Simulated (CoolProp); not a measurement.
Values from CoolProp's reference Helmholtz-energy equation of state, Thol 2018.

Task: For hydrogen chloride, give the phase and the Joule-Thomson coefficient (K/MPa), expansivity (1/kK), fugacity coefficient at 281.7 K and 12 MPa; 407.4 K and 12 MPa.

Result: 
- 281.7 K and 12 MPa: liquid; Joule-Thomson coefficient 0.0528, expansivity 3.88, fugacity coefficient 0.242
- 407.4 K and 12 MPa: supercritical; Joule-Thomson coefficient 5.71, expansivity 6.10, fugacity coefficient 0.766
